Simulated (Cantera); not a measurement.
A closed system holds: 1 mol SiH2Cl2, 0.036 mol Cl2, 46 mol H2, at 1330 Pa.

Cantera equilibrium calculation (NASA polynomials, part measured and part estimated; ideal gas, pure solids and liquids). Candidate condensed phases: Si; 19 gas species. Gases not in the tables: Si2H6 and higher silanes. Rates play no part.

**Question.** Which condensed phases are stable at each of these points (T (K)): 825, 975, 1125, 1275, 1425, 1575, 1725?

**Answer.** 
| T (K) | condensed phases | Si condensed (%) |
|---|---|---|
| 825 | Si(s) | 47.9 |
| 975 | Si(s) | 60.6 |
| 1125 | Si(s) | 78.1 |
| 1275 | Si(s) | 82.1 |
| 1425 | Si(s) | 81.0 |
| 1575 | Si(s) | 79.5 |
| 1725 | Si(l) | 78.7 |

From 825 K to 1575 K the condensed part is Si(s). At 1725 K the condensed part is Si(l).
